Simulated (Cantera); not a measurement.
A freely propagating, adiabatic, planar premixed flame of CH₄ : H₂ : O₂ : N₂ = 1 : 0.13 : 1.59 : 3.97 (molar parts), unburnt at 625 K and 5.00 bar; mixture-averaged transport, grid criteria slope 0.08 and curve 0.16, no radiation.

Computed with Cantera and GRI-Mech 3.0 (53 species, 325 reactions). Burning velocities carry a grid error of a few per cent, more on coarse grids.

Task: How do the results move with these cheaper or finer settings: unity-Lewis-number transport; multicomponent transport; multicomponent+Soret transport; grid criteria slope 0.5, curve 1; grid criteria slope 0.25, curve 0.5; grid criteria slope 0.03, curve 0.06?

Result: 
```tsv
setting	laminar burning velocity	thermal thickness	peak x(C₂H)	peak x(HO₂)	grid points
as above	142 cm/s	0.0648 mm	7.22e-6	0.000315	152
unity-Lewis-number transport	94.7 cm/s	0.0821 mm	5.54e-6	0.000145	141
multicomponent transport	142 cm/s	0.0660 mm	7.31e-6	0.000307	154
multicomponent+Soret transport	141 cm/s	0.0652 mm	6.99e-6	0.000309	154
grid criteria slope 0.5, curve 1	152 cm/s	0.0710 mm	7.09e-6	0.000299	44
grid criteria slope 0.25, curve 0.5	147 cm/s	0.0669 mm	7.26e-6	0.000311	66
grid criteria slope 0.03, curve 0.06	140 cm/s	0.0641 mm	7.22e-6	0.000316	371
```
The base run took very roughly 12 core-seconds.
Unity Lewis numbers drop preferential diffusion, which matters most where H2 and H carry the flame; Soret adds thermal diffusion.
